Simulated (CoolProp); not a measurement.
A simple Rankine cycle with R21: condensing at 309.15 K, boiler at 4.54 MPa, turbine inlet 447.9 K, turbine efficiency 0.8, pump efficiency 0.7, no recuperator. Each further row changes one setting.

Computed with CoolProp (reference Helmholtz-energy equation of state, Platzer 1990). This equation is an older, rougher fit; its heat capacities, sound speeds and derivatives of the liquid may be far off and weren't checked against measurements.

```json
[
 {"case": "as stated", "thermal efficiency (%)": "17.3", "net work (kJ/kg)": "44.0", "heat in (kJ/kg)": "254", "turbine exit temperature (K)": "309.2", "volume ratio over the turbine": "19.7"},
 {"case": "turbine inlet 467.9 K", "thermal efficiency (%)": "18.2", "net work (kJ/kg)": "51.7", "heat in (kJ/kg)": "283", "turbine exit temperature (K)": "321.1", "volume ratio over the turbine": "17.1"},
 {"case": "condensing temperature 301.15 K", "thermal efficiency (%)": "18.4", "net work (kJ/kg)": "(withheld)", "heat in (kJ/kg)": "(withheld)", "turbine exit temperature (K)": "301.2", "volume ratio over the turbine": "(withheld)"},
 {"case": "boiler pressure 3.18 MPa", "thermal efficiency (%)": "16.9", "net work (kJ/kg)": "(withheld)", "heat in (kJ/kg)": "284", "turbine exit temperature (K)": "(withheld)", "volume ratio over the turbine": "11.5"},
 {"case": "turbine efficiency 0.7", "thermal efficiency (%)": "15.0", "net work (kJ/kg)": "37.9", "heat in (kJ/kg)": "254", "turbine exit temperature (K)": "309.2", "volume ratio over the turbine": "20.3"}
]
```

### Question
Complete the blanks.

### Answer

- condensing temperature 301.15 K, net work (kJ/kg): 48.2
- condensing temperature 301.15 K, heat in (kJ/kg): 262
- condensing temperature 301.15 K, volume ratio over the turbine: 25.2
- boiler pressure 3.18 MPa, net work (kJ/kg): 48.0
- boiler pressure 3.18 MPa, turbine exit temperature (K): 327.8

The expansion ends wet for: as stated; condensing temperature 301.15 K; turbine efficiency 0.7.
